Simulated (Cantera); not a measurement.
Charge: 1 mol SiH4, 0.54 mol C2H2, 17 mol H2, equilibrated at 725 °C.

Method: chemical equilibrium by Gibbs-energy minimisation in Cantera with the NASA 1993 tables (ideal gas, pure condensed phases). Candidate condensed phases: C, C6H6, C7H8, C8H18, Si, SiC; 87 gas species. The numbers say what is thermodynamically allowed, not how fast it happens.

### Question
Which condensed phases are stable at each of these points (P (Pa)): 100, 400, 1600, 6300, 25000, 100000?

### Answer
```csv
P (Pa),condensed phases,Si condensed (%)
100,C(graphite) + SiC(s),100.0
400,C(graphite) + SiC(s),100.0
1600,C(graphite) + SiC(s),100.0
6300,SiC(s),100.0
25000,SiC(s),100.0
100000,SiC(s),100.0
```

From 1.00 mbar to 16.0 mbar the condensed part is C(graphite) + SiC(s). From 63.0 mbar to 1.00 bar the condensed part is SiC(s).
